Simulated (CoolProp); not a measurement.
Vapour-liquid equilibrium of R13 (1) + R11 (2) at 224 kPa; x and y are mole fractions of (1).

Computed with CoolProp (multi-fluid Helmholtz-energy mixture model, Platzer 1990 and Jacobsen 1992; pair parameters Bell 2016). This equation is an older, rougher fit; its heat capacities, sound speeds and derivatives of the liquid may be far off and weren't checked against measurements.

Question: Give the bubble temperature and the first vapour's composition at x = 0.05, 0.45, 0.85. Is there an azeotrope?

Answer: x = 0.05: 9.6 °C, y = 0.732; x = 0.45: -52.0 °C, y = 0.992; x = 0.85: -61.8 °C, y = 0.998. No azeotrope shows between x = 0.05 and 0.95.

The pair parameters rest on a limited set of measurements; away from them the model extrapolates. With so large a gap from Raoult's law the liquid may split in two, which this calculation doesn't test in full.
